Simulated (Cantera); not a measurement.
Reactions in the system C-N-O-Ti

Cantera with NASA thermochemical tables; ideal gases at 1 bar, condensed phases pure. Values are per mole of reaction as written; species without (g) are pure solids or liquids, kept so even where they would boil at 1 bar. TiC: taken at fixed stoichiometry.

O2(g) + 2 Ti4O7 → 8 TiO2

```json
[
 {"T (K)": "2023", "ΔH° (kJ)": "-1254.6", "ΔS° (J/K)": "-475.8", "ΔG° (kJ)": "-292.0", "log10 K": "7.54", "condensed phases": "Ti4O7(l), TiO2(rutile)"},
 {"T (K)": "2073", "ΔH° (kJ)": "-1261.7", "ΔS° (J/K)": "-479.3", "ΔG° (kJ)": "-268.1", "log10 K": "6.76", "condensed phases": "Ti4O7(l), TiO2(rutile)"},
 {"T (K)": "2123", "ΔH° (kJ)": "-1268.8", "ΔS° (J/K)": "-482.7", "ΔG° (kJ)": "-244.1", "log10 K": "6.00", "condensed phases": "Ti4O7(l), TiO2(rutile)"},
 {"T (K)": "2173", "ΔH° (kJ)": "-733.0", "ΔS° (J/K)": "-231.1", "ΔG° (kJ)": "-230.7", "log10 K": "5.55", "condensed phases": "Ti4O7(l), TiO2(l)"},
 {"T (K)": "2223", "ΔH° (kJ)": "-731.5", "ΔS° (J/K)": "-230.5", "ΔG° (kJ)": "-219.2", "log10 K": "5.15", "condensed phases": "Ti4O7(l), TiO2(l)"},
 {"T (K)": "2273", "ΔH° (kJ)": "-730.1", "ΔS° (J/K)": "-229.8", "ΔG° (kJ)": "-207.7", "log10 K": "4.77", "condensed phases": "Ti4O7(l), TiO2(l)"},
 {"T (K)": "2323", "ΔH° (kJ)": "-728.7", "ΔS° (J/K)": "-229.2", "ΔG° (kJ)": "-196.2", "log10 K": "4.41", "condensed phases": "Ti4O7(l), TiO2(l)"},
 {"T (K)": "2373", "ΔH° (kJ)": "-727.3", "ΔS° (J/K)": "-228.6", "ΔG° (kJ)": "-184.7", "log10 K": "4.07", "condensed phases": "Ti4O7(l), TiO2(l)"},
 {"T (K)": "2423", "ΔH° (kJ)": "-725.9", "ΔS° (J/K)": "-228.0", "ΔG° (kJ)": "-173.3", "log10 K": "3.74", "condensed phases": "Ti4O7(l), TiO2(l)"},
 {"T (K)": "2473", "ΔH° (kJ)": "-724.5", "ΔS° (J/K)": "-227.5", "ΔG° (kJ)": "-161.9", "log10 K": "3.42", "condensed phases": "Ti4O7(l), TiO2(l)"},
 {"T (K)": "2523", "ΔH° (kJ)": "-723.1", "ΔS° (J/K)": "-226.9", "ΔG° (kJ)": "-150.6", "log10 K": "3.12", "condensed phases": "Ti4O7(l), TiO2(l)"}
]
```

5 NO2(g) + 3 TiC → 5 NO(g) + Ti3O5 + 3 C

```tsv
T (K)	ΔH° (kJ)	ΔS° (J/K)	ΔG° (kJ)	log10 K	condensed phases
2023	-1549.3	18.9	-1587.6	40.99	TiC(s), Ti3O5(s), C(graphite)
2073	-1375.1	103.9	-1590.5	40.08	TiC(s), Ti3O5(l), C(graphite)
2123	-1372.4	105.2	-1595.7	39.26	TiC(s), Ti3O5(l), C(graphite)
2173	-1369.7	106.4	-1601.0	38.48	TiC(s), Ti3O5(l), C(graphite)
2223	-1367.2	107.6	-1606.4	37.74	TiC(s), Ti3O5(l), C(graphite)
2273	-1364.7	108.7	-1611.8	37.04	TiC(s), Ti3O5(l), C(graphite)
2323	-1362.3	109.7	-1617.2	36.36	TiC(s), Ti3O5(l), C(graphite)
2373	-1360.0	110.7	-1622.7	35.72	TiC(s), Ti3O5(l), C(graphite)
2423	-1357.8	111.6	-1628.3	35.10	TiC(s), Ti3O5(l), C(graphite)
2473	-1355.7	112.5	-1633.9	34.51	TiC(s), Ti3O5(l), C(graphite)
2523	-1353.7	113.3	-1639.5	33.94	TiC(s), Ti3O5(l), C(graphite)
```
